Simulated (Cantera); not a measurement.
A perfectly stirred reactor is fed with 7.69 % CH₄, 92.3 % CO₂, at 100.0 Torr; it is held at 1400 K, and followed from long to short residence time.

Computed with Cantera and GRI-Mech 3.0 (53 species, 325 reactions).

Question: Predict: x(CH₄) at τ = 3.60 s; x(CO₂) at τ = 3.60 s; x(OH) at τ = 3.60 s; x(H₂) at τ = 3.60 s; x(CH₄) at τ = 16.0 ms; x(CO₂) at τ = 16.0 ms; x(H₂) at τ = 16.0 ms.

Answer: 
* **x(CH₄) at τ = 3.60 s**: 0.0644
* **x(CO₂) at τ = 3.60 s**: 0.901
* **x(OH) at τ = 3.60 s**: 2.13e-8
* **x(H₂) at τ = 3.60 s**: 0.00506
* **x(CH₄) at τ = 16.0 ms**: 0.0769
* **x(CO₂) at τ = 16.0 ms**: 0.923
* **x(H₂) at τ = 16.0 ms**: 1.24e-5
